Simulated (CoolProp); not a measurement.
Saturation properties of the fluoroketone C6F12O (FK-5-1-12).

Model: reference Helmholtz-energy equation of state, McLinden 2015, in CoolProp.

```tsv
T (°C)	p (MPa)	liquid density (kg/m³)	vapour density (kg/m³)	enthalpy of vaporisation (kJ/kg)	liquid cp (kJ/(kg K))
71.95	0.2106	1449	26.00	80.72	1.149
74.15	0.2245	1441	27.70	79.98	1.152
76.35	0.2392	1433	29.50	79.23	1.155
78.55	0.2546	1424	31.39	78.47	1.158
80.75	0.2707	1416	33.37	77.70	1.162
82.85	0.2868	1408	35.37	76.95	1.165
85.05	0.3045	1400	37.57	76.15	1.169
87.25	0.3229	1391	39.88	75.35	1.173
89.45	0.3422	1382	42.31	74.52	1.177
91.65	0.3624	1374	44.87	73.69	1.181
93.85	0.3835	1365	47.56	72.84	1.185
95.95	0.4044	1356	50.26	72.01	1.190
98.15	0.4273	1347	53.23	71.13	1.194
100.35	0.4511	1337	56.35	70.24	1.199
102.55	0.4760	1328	59.64	69.32	1.204
```

It boils at 49.1 °C under 1 atm.
